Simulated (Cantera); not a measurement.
An adiabatic, constant-pressure homogeneous reactor starts with 46.9 % H2, 11.2 % O2, 42.0 % N2, equivalence ratio 2.1, at 1275 K and 0.217 atm.

Computed with Cantera and the H2/O2 subset of GRI-Mech 3.0, which has no nitrogen chemistry.

x: mole fraction; the columns are a selection and need not sum to one.

| t (s) | T (K) | x H2 | x O2 | x O | x OH | x HO2 | x H | x H2O |
|---|---|---|---|---|---|---|---|---|
| 2.00e-6 | 1275 | 0.469 | 0.112 | 2.34e-10 | 1.63e-10 | 6.03e-9 | 6.12e-9 | 3.39e-10 |
| 6.32e-6 | 1275 | 0.469 | 0.112 | (withheld) | 8.70e-10 | 1.91e-8 | 2.35e-8 | 5.93e-9 |
| 2.00e-5 | 1275 | 0.469 | 0.112 | (withheld) | 6.97e-9 | 6.21e-8 | 1.70e-7 | 1.23e-7 |
| 6.32e-5 | 1275 | 0.469 | 0.112 | (withheld) | 6.48e-7 | 5.10e-7 | 1.56e-5 | 1.68e-5 |
| 0.000200 | 1610 | 0.180 | 0.00316 | (withheld) | 0.00782 | 5.92e-7 | 0.170 | 0.206 |
| 0.000632 | 2081 | 0.220 | 0.00168 | (withheld) | 0.0118 | 2.50e-7 | 0.104 | 0.216 |
| 0.00200 | 2413 | 0.244 | 0.000661 | (withheld) | 0.0104 | 1.68e-7 | 0.0599 | 0.228 |
| 0.00632 | 2569 | 0.255 | 0.000305 | 0.000811 | 0.00810 | 1.34e-7 | 0.0393 | 0.235 |
| 0.0200 | 2578 | 0.256 | 0.000288 | 0.000766 | 0.00793 | 1.30e-7 | 0.0381 | 0.236 |
| 0.0632 | 2578 | 0.256 | 0.000288 | 0.000766 | 0.00793 | 1.30e-7 | 0.0381 | 0.236 |
| 0.200 | 2578 | 0.256 | 0.000288 | 0.000766 | 0.00793 | 1.30e-7 | 0.0381 | 0.236 |
| 0.632 | 2578 | 0.256 | 0.000288 | 0.000766 | 0.00793 | 1.30e-7 | 0.0381 | 0.236 |
| 2.00 | 2578 | 0.256 | 0.000288 | 0.000766 | 0.00793 | 1.30e-7 | 0.0381 | 0.236 |

Q: Fill in the missing entries.

A: 
- 6.32e-6, x O: 1.41e-9
- 2.00e-5, x O: 1.16e-8
- 6.32e-5, x O: 1.08e-6
- 0.000200, x O: 0.00610
- 0.000632, x O: 0.00399
- 0.00200, x O: 0.00171
